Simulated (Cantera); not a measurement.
Input (Python, Cantera):

```python
import numpy as np
import cantera as ct

gas = ct.Solution("gri30.yaml")
gas.TPX = 1650, 101325, {'CH4': 1, 'H2': 67}
inlet = ct.Reservoir(gas, clone=True)

reactor = ct.IdealGasConstPressureReactor(gas, energy="off", clone=False)
exhaust = ct.Reservoir(gas, clone=True)
tau = [17, 4.3, 1.1, 0.28, 0.073, 0.019, 0.0049, 0.0013][0]
for a, b in ((inlet, reactor), (reactor, exhaust)):
    ct.MassFlowController(a, b, mdot=lambda t: reactor.mass / tau)
net = ct.ReactorNet([reactor])
show = ['CH4', 'H2', 'C2H2', 'C2H4', 'CH3', 'CH2']

rows = []
print(f"{'tau/s':>10s}{'T/K':>9s}" + "".join(f"{s:>11s}" for s in show))
for tau in [17, 4.3, 1.1, 0.28, 0.073, 0.019, 0.0049, 0.0013]:
    net.initial_time = 0.0
    net.advance(30 * tau)
    before = gas.X
    net.advance(40 * tau)
    drift = np.max(np.abs(gas.X - before) / (gas.X + 1e-9))
    rows.append([gas.T, *gas[show].X, drift])
    print(f"{tau:10.3e}{gas.T:9.1f}" + "".join(f"{x:11.3e}" for x in gas[show].X))
```

Output:

```
     tau/s      T/K        CH4         H2       C2H2       C2H4        CH3        CH2
 1.700e+01   1650.0  9.614e-03  9.878e-01  2.332e-03  1.685e-04  1.783e-05  1.601e-09
 4.300e+00   1650.0  9.950e-03  9.876e-01  2.177e-03  1.577e-04  1.843e-05  1.651e-09
 1.100e+00   1650.0  1.090e-02  9.871e-01  1.736e-03  1.272e-04  2.011e-05  1.790e-09
 2.800e-01   1650.0  1.254e-02  9.863e-01  9.800e-04  7.486e-05  2.297e-05  2.026e-09
 7.300e-02   1650.0  1.386e-02  9.856e-01  3.693e-04  3.272e-05  2.523e-05  2.206e-09
 1.900e-02   1650.0  1.444e-02  9.853e-01  1.030e-04  1.401e-05  2.597e-05  2.244e-09
 4.900e-03   1650.0  1.462e-02  9.852e-01  2.151e-05  7.071e-06  2.529e-05  2.100e-09
 1.300e-03   1650.0  1.467e-02  9.852e-01  2.496e-06  2.896e-06  2.199e-05  1.583e-09
```

Model: GRI-Mech 3.0 (53 species, 325 reactions), integrated in Cantera. GRI-Mech 3.0 stops at C3 and has no aromatics, soot or wall deposition, so with more carbon than oxygen in the feed, carbon stays in small species such as C2H2 where larger ones or solid carbon would form.
